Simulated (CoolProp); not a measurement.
A closed Brayton cycle with carbon dioxide: compressor inlet 328.15 K and 9.1 MPa, high pressure 22.8 MPa, turbine inlet 815 K, compressor efficiency 0.8, turbine efficiency 0.85, recuperator effectiveness 0.8 (on enthalpy, no pinch check). Each further row changes one setting.

The numbers come from the reference Helmholtz-energy equation of state, Span 1996 in CoolProp.

```
case                           thermal efficiency (%)  net work (kJ/kg)  compressor to turbine work  compressor exit (K)  turbine exit (K)
-----------------------------  ----------------------  ----------------  --------------------------  -------------------  ----------------
as stated                                        24.9              64.9                        0.43                403.4             711.1
turbine inlet 765 K                              23.6              57.0                        0.46                403.4             664.7
compressor inlet 338.15 K                        23.6              58.2                        0.49                420.7             711.1
high pressure 19.4 MPa                           23.2              56.2                        0.40                389.8             728.9
recuperator effectiveness 0.5                    17.6              64.9                        0.43                403.4             711.1
```
